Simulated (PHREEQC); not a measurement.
Solution (40 °C): 120 mmol/kgw HCl, 43 mmol/kgw CuSO4 and 1.6 mmol/kgw NiSO4. Closed to the air; pH follows from the charge balance.

Equilibrium calculation in PHREEQC: ion-association model, wateq4f.dat.

This is a speciation only: nothing precipitates in the calculation.

**Question.** Order these Ni species by the share of Ni that they hold, largest first: Ni+2, NiCl+, NiSO4, NiCl2.

**Answer.** Ni+2 (80 %), NiSO4 (12 %), NiCl+ (6.5 %), NiCl2 (1.3 %)

**Question.** Order these S species by the share of S that they hold, largest first: CuSO4, NiSO4, SO4-2, HSO4-.

**Answer.** HSO4- (70 %), SO4-2 (18 %), CuSO4 (11 %), NiSO4 (0.42 %)

The pH is 1.15 and the ionic strength 0.202 mol/kgw. At this temperature some constants are extrapolated from 25 °C, and those without enthalpy data are left unchanged.
